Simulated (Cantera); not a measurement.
Input (Python, Cantera) and output of one run.

```python
import numpy as np
import cantera as ct

gas_names = [...]  # 123 gases of nasa_gas.yaml made of C, H, O, S
cond_names = """
    C(gr) C6H6(L) C7H8(L) C8H18(L),n-octa H2O(s) H2O(L) H2SO4(L) S(cr1) S(cr2) S(L)
""".split()


# ... load() reads the species with a 1 bar reference pressure and builds the phases ...
atoms = {
    'CO2': {'C': 1, 'O': 2},
    'SO2': {'S': 1, 'O': 2},
    'H2': {'H': 2},
}
top_T = {'C(gr)': 4500}  # K; cautious upper limits of use, not melting points


# ... equilibrate(T, P, feed) seeds the gas with the atoms and calls Mixture.equilibrate('TP', solver="vcs", rtol=1e-11, max_steps=5000) ...
results = []
feed = {'CO2': 1, 'SO2': 0.072, 'H2': 0.1}  # mol
T = 2575  # K
for P in [10, 84, 710, 6000, 50000, 420000, 3600000, 30000000]:
    mix = equilibrate(T, P, feed)
    results.append((T, P, feed, dict(zip(mix.species_names, mix.species_moles))))

top = {s: max(r[3][s] / sum(r[3][g] for g in gas_names) for r in results) for s in gas_names}
cols = sorted((s for s in top if top[s] > 1e-05), key=lambda s: -top[s])[:5]
seen = [c for c in cond_names if any(r[3].get(c, 0) > 1e-12 for r in results)]
print("log10 of partial pressures in bar; condensed amounts in mol")
print(f"{'P/Pa':>10s}" + "".join(f"{s[:9]:>10s}" for s in cols + seen))
for T, P, feed, n in results:
    ng = sum(n[g] for g in gas_names)
    print(f"{P:10.4g}" + "".join(f"{np.log10(max(n[s] / ng * P / 1e5, 1e-99)):10.3f}" for s in cols)
          + "".join(f"{n.get(c, 0):10.4g}" for c in seen))
```

Result:

```
log10 of partial pressures in bar; condensed amounts in mol
      P/Pa       CO2        CO         O        O2         H
        10    -5.818    -4.366    -4.401    -5.436    -5.078
        84    -4.184    -3.426    -3.707    -4.047    -4.221
       710    -2.786    -2.543    -3.192    -3.018    -3.615
      6000    -1.588    -1.747    -2.790    -2.214    -3.200
     5e+04    -0.524    -1.010    -2.463    -1.559    -2.841
   4.2e+05     0.471    -0.274    -2.204    -1.042    -2.480
   3.6e+06     1.433     0.529    -2.045    -0.724    -2.082
     3e+07     2.362     1.405    -1.992    -0.619    -1.643
```

Method: chemical equilibrium by Gibbs-energy minimisation in Cantera with the NASA 1993 tables (ideal gas, pure condensed phases). The ideal-gas law is rough above about 30 bar.
